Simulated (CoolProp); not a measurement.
Model: reference Helmholtz-energy equation of state, Polt 1992, in CoolProp. This equation is an older, rougher fit; its heat capacities, sound speeds and derivatives of the liquid may be far off and weren't checked against measurements.

**Question.** Give the vapour pressure (MPa), liquid density (kg/m³), enthalpy of vaporisation (kJ/kg) of saturated propyne at 300.8, 312.6, 324.5 K.

**Answer.** 
```json
[
 {"T (K)": "300.8", "p (MPa)": "0.628", "liquid density (kg/m³)": "607", "enthalpy of vaporisation (kJ/kg)": "462"},
 {"T (K)": "312.6", "p (MPa)": "0.867", "liquid density (kg/m³)": "588", "enthalpy of vaporisation (kJ/kg)": "445"},
 {"T (K)": "324.5", "p (MPa)": "1.17", "liquid density (kg/m³)": "567", "enthalpy of vaporisation (kJ/kg)": "424"}
]
```
